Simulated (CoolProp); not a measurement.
Saturation properties of n-perfluorohexane.

The numbers come from the reference Helmholtz-energy equation of state, Gao 2022 in CoolProp.

```tsv
T (°C)	p (bar)	vapour density (kg/m³)	liquid cp (kJ/(kg K))
-36.75	0.007690	0.1324	0.9502
-24.05	?	0.3220	0.9700
-11.35	0.04489	0.7012	0.9899
1.35	0.09307	1.393	1.010
14.05	0.1779	2.562	1.030
26.75	0.3174	4.418	1.050
39.45	0.5337	7.222	1.070
52.15	?	?	1.090
64.85	1.307	17.00	1.111
```

**Question.** What belongs in the gaps?

**Answer.** 
- -24.05, p (bar): 0.01967
- 52.15, p (bar): 0.8534
- 52.15, vapour density (kg/m³): 11.29

It boils at 57.1 °C under 1 atm.
